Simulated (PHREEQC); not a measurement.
Dissolve 0.017 mol HBF4 per kg of water at 20 °C. Closed to the air; pH follows from the charge balance.

Computed with PHREEQC (ion-association model, wateq4f.dat).

Each row changes one thing in this solution. This is a speciation only: nothing precipitates in the calculation.

```tsv
case	pH	ionic strength (mol/kgw)	BF4- (mol/kgw)	HF (mol/kgw)	H3BO3 (mol/kgw)	BF3OH- (mol/kgw)
as made	1.85	0.0158	0.0146	0.00666	0.00159	0.000728
diluted 5-fold with water	2.51	0.00328	0.00215	0.00328	0.000953	0.000219
temperature from 20 to 35 °C	1.86	0.0154	0.0141	0.00844	0.00201	0.000744
HBF4 from 0.017 to 0.0255 mol/kgw	1.67	0.0240	0.0226	0.00785	0.00184	0.000955
diluted 2-fold with water	2.14	0.00781	0.00669	0.00496	0.00126	0.000450
diluted 10-fold with water	2.74	0.00190	0.000754	0.00232	0.000785	0.000108
```

Species that the database lacks are ignored. Real BF4- forms and hydrolyses slowly; the run takes it at equilibrium.
